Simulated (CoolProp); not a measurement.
Vapour-liquid equilibrium of diethyl ether (1) + methanol (2) at 429.5 K; x and y are mole fractions of (1).

Values from CoolProp's multi-fluid Helmholtz-energy mixture model, Thol 2014 and de Reuck 1993; pair parameters Bell 2016.

```json
[
 {"x": "0.05", "bubble pressure, mixture model (MPa)": "?", "bubble pressure, Raoult's law (MPa)": "1.637", "y, mixture model": "?", "y, Raoult's law": "0.061"},
 {"x": "0.15", "bubble pressure, mixture model (MPa)": "?", "bubble pressure, Raoult's law (MPa)": "1.674", "y, mixture model": "0.229", "y, Raoult's law": "0.179"},
 {"x": "0.25", "bubble pressure, mixture model (MPa)": "2.009", "bubble pressure, Raoult's law (MPa)": "1.712", "y, mixture model": "0.334", "y, Raoult's law": "0.291"},
 {"x": "0.35", "bubble pressure, mixture model (MPa)": "?", "bubble pressure, Raoult's law (MPa)": "1.749", "y, mixture model": "?", "y, Raoult's law": "0.399"},
 {"x": "0.45", "bubble pressure, mixture model (MPa)": "2.155", "bubble pressure, Raoult's law (MPa)": "1.786", "y, mixture model": "0.496", "y, Raoult's law": "0.502"},
 {"x": "0.55", "bubble pressure, mixture model (MPa)": "?", "bubble pressure, Raoult's law (MPa)": "1.824", "y, mixture model": "0.571", "y, Raoult's law": "0.601"},
 {"x": "0.65", "bubble pressure, mixture model (MPa)": "2.198", "bubble pressure, Raoult's law (MPa)": "1.861", "y, mixture model": "0.647", "y, Raoult's law": "0.696"},
 {"x": "0.75", "bubble pressure, mixture model (MPa)": "2.181", "bubble pressure, Raoult's law (MPa)": "1.899", "y, mixture model": "?", "y, Raoult's law": "0.787"},
 {"x": "0.85", "bubble pressure, mixture model (MPa)": "2.134", "bubble pressure, Raoult's law (MPa)": "1.936", "y, mixture model": "?", "y, Raoult's law": "0.875"},
 {"x": "0.95", "bubble pressure, mixture model (MPa)": "2.050", "bubble pressure, Raoult's law (MPa)": "1.974", "y, mixture model": "0.936", "y, Raoult's law": "0.959"}
]
```

Q: What belongs in the gaps?

A: 
- 0.05, bubble pressure, mixture model (MPa): 1.720
- 0.05, y, mixture model: 0.091
- 0.15, bubble pressure, mixture model (MPa): 1.886
- 0.35, bubble pressure, mixture model (MPa): 2.096
- 0.35, y, mixture model: 0.419
- 0.55, bubble pressure, mixture model (MPa): 2.189
- 0.75, y, mixture model: 0.731
- 0.85, y, mixture model: 0.825

The largest gap from Raoult's law is +20.7 % in bubble pressure, at x = 0.45. y crosses x between x = 0.55 and 0.65: the model has an azeotrope there.

Pair parameters are fitted to limited data, so mixtures are less certain than the pure fluids.
